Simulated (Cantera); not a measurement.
Feed: 1 mol Si2Cl6, 45 mol N2, equilibrated at 0.00133 bar.

Cantera equilibrium calculation (NASA polynomials, part measured and part estimated; ideal gas, pure solids and liquids). Candidate condensed phases: Si, Si3N4; 13 gas species. The feed counts by its element totals alone. N2 is the only nitrogen source here; it is nearly inert below about 1500 K, so the nitride shown seldom forms there in practice. Rates play no part.

Q: Which condensed phases are stable at each of these points (T (°C)): 775, 825, 875, 925, 975, 1025, 1075, 1125, 1175?

A: 
| T (°C) | condensed phases | Si condensed (%) |
|---|---|---|
| 775 | Si3N4(s) | 24.8 |
| 825 | Si3N4(s) | 24.4 |
| 875 | Si3N4(s) | 23.4 |
| 925 | Si3N4(s) | 20.8 |
| 975 | Si3N4(s) | 14.6 |
| 1025 | Si3N4(s) | 2.2 |
| 1075 | gas only | 0.0 |
| 1125 | gas only | 0.0 |
| 1175 | gas only | 0.0 |

From 775 °C to 1025 °C the condensed part is Si3N4(s). From 1075 °C to 1175 °C nothing is condensed.
